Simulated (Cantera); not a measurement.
Charge: 1 mol Si3N4, 0.3 mol N2O, 48 mol H2, at 4.10 mbar.

Equilibrium computed with Cantera from the NASA thermochemical tables; the gas is ideal and each condensed phase is pure. Candidate condensed phases: H2O, Si, SiO2, Si2N2O, Si3N4; 35 gas species. Mutual solubility and eutectic melting of coexisting phases are not modelled. Gases not in the tables: Si2H6 and higher silanes. Kinetics and transport are ignored.

Task: Which condensed phases are stable at each of these points (T (K)): 973, 1073, 1173, 1273, 1373, 1473, 1573, 1673, 1773, 1873, 1973, 2073, 2173, 2273?

Result: 
| T (K) | condensed phases | Si condensed (%) |
|---|---|---|
| 973 | Si2N2O(s) + Si3N4(s) | 100.0 |
| 1073 | Si2N2O(s) + Si3N4(s) | 100.0 |
| 1173 | Si2N2O(s) + Si3N4(s) | 100.0 |
| 1273 | Si2N2O(s) + Si3N4(s) | 100.0 |
| 1373 | Si2N2O(s) + Si3N4(s) | 100.0 |
| 1473 | Si2N2O(s) + Si3N4(s) | 99.8 |
| 1573 | Si(s) + Si2N2O(s) | 97.9 |
| 1673 | Si(s) | 89.8 |
| 1773 | Si(l) | 89.0 |
| 1873 | Si(l) | 85.9 |
| 1973 | Si(l) | 75.5 |
| 2073 | Si(l) | 43.5 |
| 2173 | gas only | 0.0 |
| 2273 | gas only | 0.0 |

From 973 K to 1473 K the condensed part is Si2N2O(s) + Si3N4(s). At 1573 K the condensed part is Si(s) + Si2N2O(s). At 1673 K the condensed part is Si(s). From 1773 K to 2073 K the condensed part is Si(l). From 2173 K to 2273 K nothing is condensed.
